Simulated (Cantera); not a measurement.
A Cantera script and its output.

```python
import numpy as np
import cantera as ct

gas = ct.Solution("h2o2.yaml")
gas.TPX = 650, 13332, {'H2': 1, 'O2': 0.333, 'N2': 1.25}
flame = ct.FreeFlame(gas, width=0.16)
flame.set_refine_criteria(ratio=3, slope=0.08, curve=0.16)
flame.transport_model = "mixture-averaged"
flame.solve(loglevel=0, auto=True)
z, T = flame.grid, flame.T
thick = (T[-1] - T[0]) / np.gradient(T, z).max()
show = ['H2', 'O2', 'H2O', 'O', 'H', 'OH']
print(f"laminar burning velocity  {flame.velocity[0] * 100:.3f} cm/s")
print(f"burnt temperature         {T[-1]:.1f} K")
print(f"thermal thickness         {thick * 1e3:.4f} mm")
print(f"grid points               {len(z)}")
z0 = z[flame.heat_release_rate.argmax()]
print(f"{'z/mm':>9s}{'T/K':>9s}{'u/(m/s)':>9s}" + "".join(f"{s:>11s}" for s in show))
rows = []
for k in (-3, -2, -1.5, -1, -0.5, -0.25, 0, 0.25, 0.5, 1, 2, 4, 8):
    zz = z0 + k * thick
    rows.append([k * thick, np.interp(zz, z, T), np.interp(zz, z, flame.velocity),
                 *(np.interp(zz, z, flame.X[gas.species_index(s)]) for s in show)])
    print(f"{rows[-1][0] * 1e3:9.3f}{rows[-1][1]:9.1f}{rows[-1][2]:9.3f}" + "".join(f"{x:11.3e}" for x in rows[-1][3:]))
```

Result:

```
laminar burning velocity  800.169 cm/s
burnt temperature         2420.7 K
thermal thickness         6.5309 mm
grid points               138
     z/mm      T/K  u/(m/s)         H2         O2        H2O          O          H         OH
  -19.593    650.0    8.002  3.871e-01  1.289e-01 -6.882e-15  7.600e-16  4.108e-14  6.669e-17
  -13.062    650.0    8.002  3.871e-01  1.289e-01  4.337e-12  3.863e-13  2.348e-11  3.579e-14
   -9.796    650.0    8.002  3.871e-01  1.289e-01  2.489e-10  3.401e-11  2.338e-09  3.359e-12
   -6.531    650.0    8.002  3.871e-01  1.289e-01  5.490e-08  6.731e-09  5.386e-07  1.069e-09
   -3.265    657.0    8.082  3.858e-01  1.288e-01  4.953e-04  1.044e-05  5.495e-04  1.957e-05
   -1.633    756.6    9.236  3.645e-01  1.251e-01  1.023e-02  3.125e-04  1.143e-02  2.345e-04
    0.000   1121.6   13.350  2.103e-01  7.301e-02  1.166e-01  6.887e-03  9.121e-02  2.960e-03
    1.633   1383.1   16.257  1.033e-01  1.446e-02  2.267e-01  9.119e-03  1.334e-01  6.454e-03
    3.265   1485.4   17.338  1.013e-01  9.779e-03  2.364e-01  8.734e-03  1.256e-01  8.004e-03
    6.531   1611.1   18.635  1.084e-01  8.356e-03  2.403e-01  8.269e-03  1.100e-01  9.843e-03
   13.062   1755.8   20.087  1.159e-01  6.864e-03  2.455e-01  7.264e-03  9.231e-02  1.161e-02
   26.124   1911.5   21.602  1.227e-01  5.197e-03  2.525e-01  5.779e-03  7.403e-02  1.279e-02
   52.247   2065.1   23.050  1.283e-01  3.572e-03  2.609e-01  4.095e-03  5.667e-02  1.290e-02
```

Model: the H2/O2 subset of GRI-Mech 3.0, which has no nitrogen chemistry, integrated in Cantera. Burning velocities carry a grid error of a few per cent, more on coarse grids.
